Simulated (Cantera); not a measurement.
Cantera with NASA thermochemical tables; ideal gases at 1 bar, condensed phases pure. Values are per mole of reaction as written; species without (g) are pure solids or liquids, kept so even where they would boil at 1 bar.

**Question.** Between 1298 and 1798 K, where is each reaction favourable under standard conditions?
- ZrO₂(g) + N₂(g) → 2 NO(g) + Zr

**Answer.** 
- ZrO₂(g) + N₂(g) → 2 NO(g) + Zr: ΔG° is 468 kJ at 1298 K and 462 kJ at 1798 K; it stays positive (K < 1). ΔH° is 486 kJ and ΔS° 13 J/K at 1798 K.
